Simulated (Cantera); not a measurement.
An isothermal, constant-pressure homogeneous reactor starts with 0.120 % CO, 0.219 % O₂, 0.0657 % H₂O, 99.6 % N₂, equivalence ratio 0.27, at 1475 K and 0.280 bar.

Computed with Cantera and GRI-Mech 3.0 (53 species, 325 reactions).

Question: Predict: x(CO) at 4.00 s; x(O₂) at 4.00 s; x(H₂O) at 4.00 s; x(OH) at 4.00 s; x(HO₂) at 4.00 s; x(NO) at 4.00 s.

Answer: 
* **x(CO) at 4.00 s**: 8.97e-7 (gas-phase equilibrium 1.94e-7)
* **x(O₂) at 4.00 s**: 0.00159 (gas-phase equilibrium 0.00154)
* **x(H₂O) at 4.00 s**: 0.000655 (gas-phase equilibrium 0.000657)
* **x(OH) at 4.00 s**: 4.29e-6 (gas-phase equilibrium 2.05e-6)
* **x(HO₂) at 4.00 s**: 1.36e-9 (gas-phase equilibrium 2.39e-10)
* **x(NO) at 4.00 s**: 1.21e-6 (gas-phase equilibrium 0.000105)
